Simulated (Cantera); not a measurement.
Charge: 1 mol CO, 1 mol CO2, 20 mol N2, equilibrated at 1.33 mbar.

Equilibrium computed with Cantera from the NASA thermochemical tables; the gas is ideal and each condensed phase is pure. Candidate condensed phases: C; 45 gas species. Ions and electrons are included (thermal ionisation). Rates play no part. All values below are at 4250 K.

Base state: N2 0.774, N 0.101, CO 0.0810, O 0.0425, C 0.00138, NO 0.000198, CN 0.000104, e- 1.58e-5 (mole fractions); condensed: gas only.

Problem. What changes in the equilibrium state with this change: 0.16 mol H2 added?

Solution. 
| species | before | after |
|---|---|---|
| N2 | 0.774 | 0.763 |
| N | 0.101 | 0.100 |
| CO | 0.0810 | 0.0799 |
| H | 0 | 0.0130 |
| O | 0.0425 | 0.0419 |
| NO | 0.000198 | 0.000194 |
| NO+ | 1.40e-5 | 1.39e-5 |
| e- | 1.58e-5 | 1.56e-5 |
| CN | 0.000104 | 0.000103 |
Further candidate phases: C6H6, C7H8, C8H18, H2O.
